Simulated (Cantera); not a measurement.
**Moist CO burnout**

An isothermal, constant-pressure homogeneous reactor starts with CO : O2 : H2O : N2 = 0.015 : 0.0023 : 0.041 : 1 (molar parts), equivalence ratio 3.3, at 1250 K and 0.240 bar.

Computed with Cantera and GRI-Mech 3.0 (53 species, 325 reactions).

```tsv
t (s)	x CO	x O2	x H2O	x H2O2	x HO2	x H	x OH
2.00e-6	0.0142	0.00217	0.0387	<1e-12	<1e-12	<1e-12	<1e-12
1.12e-5	0.0142	0.00217	0.0387	<1e-12	<1e-12	<1e-12	<1e-12
6.32e-5	0.0142	0.00217	0.0387	<1e-12	1.71e-12	1.48e-12	6.58e-12
0.000356	0.0142	0.00217	0.0387	<1e-12	9.65e-12	8.88e-11	8.88e-11
0.00200	0.0142	0.00217	0.0387	<1e-12	1.44e-10	3.21e-9	1.62e-9
0.0112	0.0140	0.00212	0.0386	2.92e-9	2.34e-7	4.62e-5	2.00e-5
0.0632	0.00331	1.76e-5	0.0322	5.48e-9	2.37e-9	0.000863	4.64e-5
0.356	0.00336	4.38e-7	0.0323	4.21e-10	6.77e-11	0.000144	7.50e-6
2.00	0.00338	1.29e-8	0.0324	1.83e-11	2.13e-12	2.50e-5	1.29e-6
```
x: mole fraction; the columns are a selection and need not sum to one.

Equilibrium at this temperature and pressure: CO 0.00338, O2 <1e-12, H2O 0.0324, H2O2 <1e-12, HO2 <1e-12, H 7.99e-8, OH 4.12e-9 (gas phase only).
